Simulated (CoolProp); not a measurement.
Propylene along the isobar 1450 kPa: fugacity coefficient from the reference equation and from simpler models built on Tc = 364.2 K, pc = 4555 kPa, ω = 0.146; each cubic takes its own stable root.

Computed with CoolProp (reference Helmholtz-energy equation of state, Lemmon 2013).

```tsv
T (K)	phase	reference
134.5	liquid	3.990e-5
162.7	liquid	0.001157
191	liquid	0.01099
219.2	liquid	0.05309
247.5	liquid	0.1680
275.7	liquid	0.3960
304	liquid	0.7602
332.2	gas	0.8564
360.5	gas	0.8891
388.7	gas	0.9126
417	gas	0.9302
445.2	gas	0.9436
473.5	gas	0.9542
```

Problem. How far does each simpler model (Redlich-Kwong, Soave-Redlich-Kwong, Peng-Robinson) lie from the reference over these 13 states: mean and median of the absolute difference, and the worst?

Solution. 
- Redlich-Kwong: mean 10.5 %, median 8.1 %, worst +28.8 % at 191 K and 1450 kPa
- Soave-Redlich-Kwong: mean 0.7 %, median 0.3 %, worst +1.9 % at 134.5 K and 1450 kPa
- Peng-Robinson: mean 3.6 %, median 1.0 %, worst +25.7 % at 134.5 K and 1450 kPa

At some of these states Redlich-Kwong gives the other phase, because its saturation line lies elsewhere.
